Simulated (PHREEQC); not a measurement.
Solution (92 °C): 0.0012 mol Al2(SO4)3, 0.0047 mol ZnCl2 and 0.0046 mol HCl per kg of water. Closed to the air; pH follows from the charge balance.

The numbers come from PHREEQC with the ion-association model, phreeqc.dat.

This is a speciation only: nothing precipitates in the calculation.

**Question.** Predict the pH, ionic strength.

**Answer.** pH 2.50; ionic strength 0.0243 mol/kgw.

**Question.** In which forms is S present?

**Answer.** AlSO4+ 33 %, HSO4- 29 %, SO4-2 27 %, ZnSO4 9.2 %, Al(SO4)2- 1.3 % of the S.

Away from 25 °C the constants follow the database's enthalpies or fits; those with neither stay at their 25 °C values.
